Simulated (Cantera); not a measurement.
Feed: 1 mol Ta(OEt)5, 0.027 mol H2O, held at 0.120 bar.

These are equilibrium values from Cantera (NASA tables, ideal gas, pure condensed phases), not measurements of a reactor. Candidate condensed phases: C, C6H6, C7H8, C8H18, H2O, Ta, TaC, Ta2O5; 113 gas species. The feed counts by its element totals alone. TaC: taken at fixed stoichiometry. Condensed phases not in the tables: Ta2C. Rates play no part.

Problem. At 1575 K, list the 5 most abundant gas species with their mole fractions, and the condensed phases.

Solution. H2 0.713, CO 0.286, CH4 0.000111, H 0.000101, H2O 2.52e-5. Condensed: C(graphite) + TaC(s).
